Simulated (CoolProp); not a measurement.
The fluid at 293.15 K and 17.7 MPa flows at 0.18 m/s in a round tube of 12.7 mm bore and 0.25 µm roughness, fully developed (64/Re and Nu = 3.66 if laminar; Colebrook and Gnielinski if turbulent). The same conditions are run with several fluids, on thermodynamics alone (safety and materials aside).

Values from CoolProp's reference Helmholtz-energy equation of state of each fluid (c-C4F8 (RC318): Platzer 1990; R245fa: Akasaka 2015; R227EA: Lemmon 2016; CH2F2 (R32): Tillner-Roth 1997). The equations of Platzer and Polt are older, rougher fits.

| fluid | Reynolds number | Darcy friction factor | pressure drop (Pa/m) | heat-transfer coefficient (W/(m² K)) | mass flow (kg/h) |
|---|---|---|---|---|---|
| c-C4F8 (RC318) | 6590 | 0.0346 | 70.8 | 324 | 132 |
| R245fa | 6140 | 0.0353 | 62.9 | 378 | 115 |
| R227EA | 9770 | 0.0311 | 59.5 | 386 | 123 |
| CH2F2 (R32) | 15900 | 0.0274 | 36.7 | 781 | 86.2 |

Transport values come from each fluid's own correlations; those of c-C4F8 (RC318), R245fa, R227EA, CH2F2 (R32) are estimates that may be off by 10 % or more.
